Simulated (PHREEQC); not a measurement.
**Nickel, zinc or cadmium bath: speciation**

Dissolve 6.5 mmol/kgw CdSO4, 1 mmol/kgw NaCl and 0.205 mmol/kgw H2SO4 at 25 °C. Closed to the air; pH follows from the charge balance.

Equilibrium calculation in PHREEQC: ion-association model, phreeqc.dat.

The pH is 3.54. The ionic strength is 0.0190 mol/kgw. The specific conductance is 1190 µS/cm and the total alkalinity is -0.410 meq/kg.

```json
[
 {"species": "SO4-2", "molality": "0.00451", "activity": "0.00265", "log γ": "-0.230"},
 {"species": "Cd+2", "molality": "0.00430", "activity": "0.00250", "log γ": "-0.236"},
 {"species": "CdSO4", "molality": "0.00191", "activity": "0.00192", "log γ": "0.002"},
 {"species": "Na+", "molality": "0.000987", "activity": "0.000864", "log γ": "-0.058"},
 {"species": "Cl-", "molality": "0.000807", "activity": "0.000702", "log γ": "-0.060"},
 {"species": "H+", "molality": "0.000324", "activity": "0.000289", "log γ": "-0.050"}
]
```

No solid was allowed to form.
